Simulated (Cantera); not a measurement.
## Stirred combustor or abatement burner

A perfectly stirred reactor is fed with 4.84 % CH4, 0.203 % C2H6, 0.174 % C3H8, 19.1 % O2, 71.6 % N2, 4.07 % H2O, equivalence ratio 0.59, at 750 Torr; it is adiabatic with a 775 K inlet, and is followed from long to short residence time, starting on the burning branch (τ in s: 0.28, 0.11, 0.045, 0.018, 0.0072, 0.0029, 0.0011, 0.00046, 0.00018, 7.3e-05, 2.9e-05, 1.2e-05, 4.7e-06).

Model: GRI-Mech 3.0 (53 species, 325 reactions), integrated in Cantera.

```
τ (s)    T (K)     x CH4   x C2H6   x C3H8       x H      x CO
-------  -----  --------  -------  -------  --------  --------
0.28      1969   1.82e-6  1.29e-8  1.08e-8   2.05e-5  0.000297
0.11      1967   4.03e-6  3.03e-8  2.56e-8   2.94e-5  0.000408
0.045     1963   7.94e-6  6.50e-8  5.55e-8   5.08e-5  0.000631
0.018     1954   1.49e-5  1.34e-7  1.16e-7  0.000104   0.00107
0.0072    1939   2.72e-5  2.66e-7  2.29e-7  0.000230   0.00185
0.0029    1916   4.98e-5  5.15e-7  4.36e-7  0.000500   0.00316
0.0011    1878   9.87e-5  1.05e-6  8.65e-7   0.00108   0.00546
0.00046   1828  0.000196  2.12e-6  1.68e-6   0.00193   0.00877
0.00018   1752  0.000479  5.16e-6  3.97e-6   0.00300    0.0148
7.3e-5    1628   0.00195  2.15e-5  1.59e-5   0.00277    0.0270
2.9e-5     775    0.0484  0.00203  0.00174    <1e-12    <1e-12
1.2e-5     775    0.0484  0.00203  0.00174    <1e-12    <1e-12
4.7e-6     775    0.0484  0.00203  0.00174    <1e-12    <1e-12
```
x: mole fraction; the columns are a selection and need not sum to one.
